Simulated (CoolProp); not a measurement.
Vapour-liquid equilibrium of carbonyl sulfide (1) + propane (2) at 21.55 °C; x and y are mole fractions of (1).

Model: multi-fluid Helmholtz-energy mixture model, Lemmon 2006 and Lemmon 2009; pair parameters Bell 2016, in CoolProp.

```json
[
 {"x": "0.05", "bubble pressure, mixture model (bar)": "8.914", "bubble pressure, Raoult's law (bar)": "8.863", "y, mixture model": "0.067", "y, Raoult's law": "0.066"},
 {"x": "0.2", "bubble pressure, mixture model (bar)": "9.444", "bubble pressure, Raoult's law (bar)": "9.319", "y, mixture model": "0.246", "y, Raoult's law": "0.252"},
 {"x": "0.35", "bubble pressure, mixture model (bar)": "9.899", "bubble pressure, Raoult's law (bar)": "9.776", "y, mixture model": "0.405", "y, Raoult's law": "0.421"},
 {"x": "0.5", "bubble pressure, mixture model (bar)": "10.32", "bubble pressure, Raoult's law (bar)": "10.23", "y, mixture model": "0.554", "y, Raoult's law": "0.574"},
 {"x": "0.65", "bubble pressure, mixture model (bar)": "10.72", "bubble pressure, Raoult's law (bar)": "10.69", "y, mixture model": "0.697", "y, Raoult's law": "0.715"},
 {"x": "0.8", "bubble pressure, mixture model (bar)": "11.14", "bubble pressure, Raoult's law (bar)": "11.14", "y, mixture model": "0.833", "y, Raoult's law": "0.844"},
 {"x": "0.95", "bubble pressure, mixture model (bar)": "11.59", "bubble pressure, Raoult's law (bar)": "11.60", "y, mixture model": "0.960", "y, Raoult's law": "0.962"}
]
```

The largest gap from Raoult's law is +1.3 % in bubble pressure, at x = 0.2. No azeotrope shows between x = 0.05 and 0.95.

The pair parameters rest on a limited set of measurements; away from them the model extrapolates.
